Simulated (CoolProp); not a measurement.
Vapour-liquid equilibrium of R124 (1) + R142b (2) at -63.35 °C; x and y are mole fractions of (1).

Computed with CoolProp (multi-fluid Helmholtz-energy mixture model, de Vries 1995 and Lemmon 2006; pair parameters Bell 2016).

```json
[
 {"x": "0.05", "bubble pressure, mixture model (MPa)": "0.005682", "bubble pressure, Raoult's law (MPa)": "0.005701", "y, mixture model": "0.051", "y, Raoult's law": "0.054"},
 {"x": "0.125", "bubble pressure, mixture model (MPa)": "0.005689", "bubble pressure, Raoult's law (MPa)": "0.005739", "y, mixture model": "0.127", "y, Raoult's law": "0.135"},
 {"x": "0.2", "bubble pressure, mixture model (MPa)": "0.005696", "bubble pressure, Raoult's law (MPa)": "0.005776", "y, mixture model": "…", "y, Raoult's law": "0.214"},
 {"x": "0.275", "bubble pressure, mixture model (MPa)": "0.005704", "bubble pressure, Raoult's law (MPa)": "0.005813", "y, mixture model": "…", "y, Raoult's law": "0.292"},
 {"x": "0.35", "bubble pressure, mixture model (MPa)": "…", "bubble pressure, Raoult's law (MPa)": "0.005851", "y, mixture model": "0.357", "y, Raoult's law": "0.369"},
 {"x": "0.425", "bubble pressure, mixture model (MPa)": "0.005731", "bubble pressure, Raoult's law (MPa)": "0.005888", "y, mixture model": "…", "y, Raoult's law": "0.446"},
 {"x": "0.5", "bubble pressure, mixture model (MPa)": "…", "bubble pressure, Raoult's law (MPa)": "0.005926", "y, mixture model": "…", "y, Raoult's law": "0.521"},
 {"x": "0.575", "bubble pressure, mixture model (MPa)": "0.005782", "bubble pressure, Raoult's law (MPa)": "0.005963", "y, mixture model": "0.593", "y, Raoult's law": "0.595"},
 {"x": "0.65", "bubble pressure, mixture model (MPa)": "…", "bubble pressure, Raoult's law (MPa)": "0.006000", "y, mixture model": "0.672", "y, Raoult's law": "0.669"},
 {"x": "0.725", "bubble pressure, mixture model (MPa)": "0.005874", "bubble pressure, Raoult's law (MPa)": "0.006038", "y, mixture model": "0.749", "y, Raoult's law": "0.741"},
 {"x": "0.8", "bubble pressure, mixture model (MPa)": "0.005938", "bubble pressure, Raoult's law (MPa)": "0.006075", "y, mixture model": "0.824", "y, Raoult's law": "0.813"},
 {"x": "0.875", "bubble pressure, mixture model (MPa)": "…", "bubble pressure, Raoult's law (MPa)": "0.006112", "y, mixture model": "0.894", "y, Raoult's law": "0.884"},
 {"x": "0.95", "bubble pressure, mixture model (MPa)": "0.006107", "bubble pressure, Raoult's law (MPa)": "0.006150", "y, mixture model": "0.960", "y, Raoult's law": "0.954"}
]
```

Problem. What belongs in the gaps?

Solution. 
- 0.2, y, mixture model: 0.203
- 0.275, y, mixture model: 0.279
- 0.35, bubble pressure, mixture model (MPa): 0.005715
- 0.425, y, mixture model: 0.435
- 0.5, bubble pressure, mixture model (MPa): 0.005752
- 0.5, y, mixture model: 0.514
- 0.65, bubble pressure, mixture model (MPa): 0.005822
- 0.875, bubble pressure, mixture model (MPa): 0.006016

The largest gap from Raoult's law is -3.0 % in bubble pressure, at x = 0.575. No azeotrope shows between x = 0.05 and 0.95.

The pair parameters rest on a limited set of measurements; away from them the model extrapolates.
